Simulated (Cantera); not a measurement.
A perfectly stirred reactor is fed with 81.3 % NO, 18.7 % N₂, at 1.20 bar; it is held at 2175 K, and followed from long to short residence time.

Detailed kinetics in Cantera: GRI-Mech 3.0 (53 species, 325 reactions).

Question: Predict: x(NO) at τ = 3.70 s; x(N₂O) at τ = 3.70 s; x(NO₂) at τ = 3.70 s; x(N₂) at τ = 3.70 s; x(O) at τ = 3.70 s; x(NO) at τ = 0.130 s; x(N₂O) at τ = 0.130 s; x(NO₂) at τ = 0.130 s; x(N₂) at τ = 0.130 s; x(O) at τ = 0.130 s.

Answer: 
* **x(NO) at τ = 3.70 s**: 0.0479
* **x(N₂O) at τ = 3.70 s**: 1.62e-6
* **x(NO₂) at τ = 3.70 s**: 9.31e-5
* **x(N₂) at τ = 3.70 s**: 0.569
* **x(O) at τ = 3.70 s**: 0.00131
* **x(NO) at τ = 0.130 s**: 0.350
* **x(N₂O) at τ = 0.130 s**: 5.54e-5
* **x(NO₂) at τ = 0.130 s**: 0.000532
* **x(N₂) at τ = 0.130 s**: 0.418
* **x(O) at τ = 0.130 s**: 0.00104
